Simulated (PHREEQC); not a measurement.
Solution (60 °C): 0.031 mol KH2PO4 and 0.0028 mol HNO3 per kg of water. Closed to the air; pH follows from the charge balance.

All values are PHREEQC results (ion-association model, phreeqc.dat), not measurements.

This is a speciation only: nothing precipitates in the calculation.

Predict the pH, specific conductance.

pH 3.35; specific conductance 6040 µS/cm.

In which forms is P present?

H2PO4- 93 %, H3PO4 7.4 % of the P.

Constants without temperature data keep their 25 °C values here.
